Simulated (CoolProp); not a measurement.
Computed with CoolProp (reference Helmholtz-energy equation of state, Lemmon 2009).

Q: Give the vapour pressure (kPa), vapour density (kg/m³), enthalpy of vaporisation (kJ/kg), liquid cp (kJ/(kg K)) of saturated propane at 286.4, 319.7 K.

A: 
```csv
T (K),p (kPa),vapour density (kg/m³),enthalpy of vaporisation (kJ/kg),liquid cp (kJ/(kg K))
286.4,697,15.1,355,2.60
319.7,1590,35.5,293,3.02
```
